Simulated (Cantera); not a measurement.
# Thermodynamics of silicon carbide growth, feed (CH3)2SiCl2 + C3H8 + H2

A closed system holds: 1 mol (CH3)2SiCl2, 0.02 mol C3H8, 5.3 mol H2, equilibrated at 2448.15 K.

These are equilibrium values from Cantera (NASA tables, ideal gas, pure condensed phases), not measurements of a reactor. Candidate condensed phases: C, C6H6, C7H8, C8H18, Si, SiC; 109 gas species. The feed counts by its element totals alone. The tables' values for SiCl, SiCl3 are old estimates; treat these amounts as uncertain. Gases not in the tables: Si2H6 and higher silanes. Rates play no part.

```tsv
P (Pa)	log p H2	log p H	log p HCl	log p Cl	log p Si	log p SiCl2	log p SiC2	n C(graphite)	n SiC(s)
100	-3.42	-3.41	-4.07	-4.21	-4.23	-6.27	-4.89	1.60	0
270	-2.88	-3.14	-3.52	-3.93	-3.79	-5.26	-4.45	1.60	0
720	-2.38	-2.89	-3.03	-3.68	-3.40	-4.38	-4.05	1.61	0
1900	-1.91	-2.65	-2.56	-3.46	-3.17	-3.70	-3.82	1.45	0.267
5200	-1.43	-2.42	-2.08	-3.21	-3.17	-3.21	-3.82	1.21	0.651
14000	-0.98	-2.19	-1.62	-2.98	-3.17	-2.75	-3.82	1.12	0.783
37000	-0.55	-1.97	-1.19	-2.76	-3.17	-2.31	-3.82	1.09	0.832
100000	-0.11	-1.76	-0.75	-2.54	-3.17	-1.87	-3.82	1.07	0.851
```
log p: log10 of the partial pressure in bar; n: condensed amount in mol.

From 0.00100 bar to 0.00720 bar the condensed part is C(graphite). From 0.0190 bar to 1.00 bar the condensed part is C(graphite) + SiC(s). The main Si-bearing gas is Si at 0.00100 bar and SiCl2 at 1.00 bar.
